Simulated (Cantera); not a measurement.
Feed: 1 mol BF₃, 2.2 mol N₂, held at 750 Torr.

Method: chemical equilibrium by Gibbs-energy minimisation in Cantera with the NASA 1993 tables (ideal gas, pure condensed phases). Candidate condensed phases: B, BN; 13 gas species. The tables' values for BF₂ are old estimates; treat these amounts as uncertain. Kinetics and transport are ignored. All values below are at 2375 K.

Base state: N₂ 0.687, BF₃ 0.311, F 0.000936, BF₂ 0.000934 (mole fractions); condensed: gas only.

**Question.** What changes in the equilibrium state with this change: BF₃ replaced by borazine?

**Answer.** 
```csv
species,before,after
H₂,0,0.568
N₂,0.687,0.421
H,0,0.0106
BF₃,0.311,0
BH₂,0,0.000284
F,0.000936,0
BF₂,0.000934,0
"BN(s), mol",0,3.00
```
The feed counts by its element totals alone. The tables' values for BH₂ are old estimates; treat these amounts as uncertain.
